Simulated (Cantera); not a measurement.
Charge: 1 mol Al, 1.3 mol Cl2, 0.63 mol N2, held at 0.330 bar.

Method: chemical equilibrium by Gibbs-energy minimisation in Cantera with the NASA 1993 tables (ideal gas, pure condensed phases). Candidate condensed phases: Al, AlCl3, AlN; 11 gas species. Kinetics and transport are ignored.

Problem. At 350 °C, list the 3 most abundant gas species with their mole fractions, and the condensed phases.

Solution. N2 0.552, Al2Cl6 0.401, AlCl3 0.0465. Condensed: AlN(s).
